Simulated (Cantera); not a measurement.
A Cantera script and what it prints.

```python
import numpy as np
import cantera as ct

gas_names = """
    H HNO HNO2 HNO3 HO2 H2 H2O H2O2 N NH NH2 NH3 NH2OH NO NO2 NO3 N2 N2H2 N2H4 N2O O OH O2 O3 Si SiH
    SiH2 SiH3 SiH4 SiN SiO SiO2 Si2 Si2N Si3
""".split()
cond_names = """
    H2O(s) H2O(L) Si(cr) Si(L) SiO2(Lqz) SiO2(hqz) SiO2(L) Si2N2O(s) Si3N4(a)
""".split()


def load(file, names, dense=False):
    # The tables refer to 1 bar. Condensed volumes are neglected.
    table = {s.name: s for s in ct.Species.list_from_file(file)}
    out = []
    for n in names:
        d = dict(table[n].input_data)
        d["thermo"] = dict(d["thermo"], **{"reference-pressure": 1e5})
        if dense:
            d["equation-of-state"] = {"model": "constant-volume", "density": "1e6 g/cm^3"}
        out.append(ct.Species.from_dict(d))
    return out


gas = ct.Solution(thermo="ideal-gas", species=load("nasa_gas.yaml", gas_names))
cond = {s.name: ct.Solution(thermo="fixed-stoichiometry", species=[s], name=s.name)
        for s in load("nasa_condensed.yaml", cond_names, dense=True)}
atoms = {
    'Si': {'Si': 1},
    'H2O': {'H': 2, 'O': 1},
    'H2': {'H': 2},
    'NH3': {'N': 1, 'H': 3},
}
top_T = {'Si2N2O(s)': 2100, 'Si3N4(a)': 2400}  # K; cautious upper limits of use, not melting points


def equilibrate(T, P, feed):
    n = {}
    for name, mol in feed.items():
        for a, k in atoms[name].items():
            n[a] = n.get(a, 0.0) + k * mol
    gas.TPX = T, P, n
    mass = sum(n.values()) * gas.mean_molecular_weight
    gas.equilibrate("TP")
    valid = [c for c in cond.values() if c.min_temp <= T <= top_T.get(c.name, c.max_temp)]
    mix = ct.Mixture([(gas, mass / gas.mean_molecular_weight)] + [(c, 0.0) for c in valid])
    mix.T, mix.P = T, P
    mix.equilibrate("TP", solver="vcs", rtol=1e-11, max_steps=5000)
    return mix


results = []
feed = {'Si': 1, 'H2O': 0.025, 'H2': 77, 'NH3': 0.55}  # mol
T = 1650  # K
P = 100000  # Pa
mix = equilibrate(T, P, feed)
results.append((T, P, feed, dict(zip(mix.species_names, mix.species_moles))))
print(gas.report(threshold=0.0001))
for i in range(1, mix.n_phases):
    print(f"{mix.phase(i).name:16s} {mix.phase_moles(i):12.5e} mol")
```

Result:

```
       temperature   1650 K
          pressure   1e+05 Pa
           density   0.014835 kg/m^3
  mean mol. weight   2.0351 kg/kmol
   phase of matter   gas

                          1 kg             1 kmol
                     ---------------   ---------------
          enthalpy         2.027e+07        4.1253e+07  J
   internal energy        1.3529e+07        2.7534e+07  J
           entropy             89482        1.8211e+05  J/K
    Gibbs function       -1.2738e+08       -2.5923e+08  J
 heat capacity c_p             16188             32945  J/K
 heat capacity c_v             12103             24631  J/K

                      mass frac. Y      mole frac. X     chem. pot. / RT
                     ---------------   ---------------   ---------------
                H2           0.98978           0.99918           -18.886
                N2         0.0094917        0.00068955            -33.59
     [  +33 minor]        0.00072504        0.00012625

Si(cr)            6.53895e-01 mol
SiO2(hqz)         0.00000e+00 mol
Si2N2O(s)         2.31563e-02 mol
Si3N4(a)          9.90396e-02 mol
```

Cantera equilibrium calculation (NASA polynomials, part measured and part estimated; ideal gas, pure solids and liquids). Mutual solubility and eutectic melting of coexisting phases are not modelled.
